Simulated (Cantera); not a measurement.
Feed: 1 mol SiC, 0.61 mol H2O, 47 mol H2, held at 1400 K and 0.100 bar.

These are equilibrium values from Cantera (NASA tables, ideal gas, pure condensed phases), not measurements of a reactor. Candidate condensed phases: C, C6H6, C7H8, C8H18, H2O, Si, SiC, SiO2; 123 gas species. Mutual solubility and eutectic melting of coexisting phases are not modelled. The tables hold silica as quartz up to 1696 K and as liquid above; real silica turns to tridymite and cristobalite and melts near 1996 K. The numbers say what is thermodynamically allowed, not how fast it happens.

Base state: H2 0.996, CO 0.00422, SiO 0.000108, CH4 9.47e-5, H 1.53e-5 (mole fractions); condensed: SiC(s) + SiO2(β-quartz).

**Question.** What changes in the equilibrium state with this change: H2O from 0.61 to 0.34 mol?

**Answer.** 
```csv
species,before,after
H2,0.996,0.997
CO,0.00422,0.00239
SiO,0.000108,0.000131
CH4,9.47e-5,6.49e-5
H,1.53e-5,1.54e-5
"SiC(s), mol",0.794,0.884
"SiO2(β-quartz), mol",0.201,0.110
```

**Question.** What changes in the equilibrium state with this change: temperature from 1400 K to 1048 K?

**Answer.** 
```tsv
species	before	after
H2	0.996	0.994
CH4	9.47e-5	0.00577
CO	0.00422	6.66e-6
SiO	0.000108	<1e-9
H	1.53e-5	2.44e-8
SiC(s), mol	0.794	0.695
SiO2(β-quartz), mol	0.201	0.305
C(graphite), mol	0	0.0313
```

**Question.** What changes in the equilibrium state with this change: temperature from 1400 K to 2075 K?

**Answer.** 
```tsv
species	before	after
H2	0.996	0.978
H	1.53e-5	0.00833
CO	0.00422	0.00673
SiO	0.000108	0.00586
Si	<1e-9	0.000649
SiH	<1e-9	0.000116
Si2C	<1e-9	2.41e-5
SiC(s), mol	0.794	0.671
SiO2(β-quartz), mol	0.201	0
```
Gases not in the tables: Si2H6 and higher silanes.
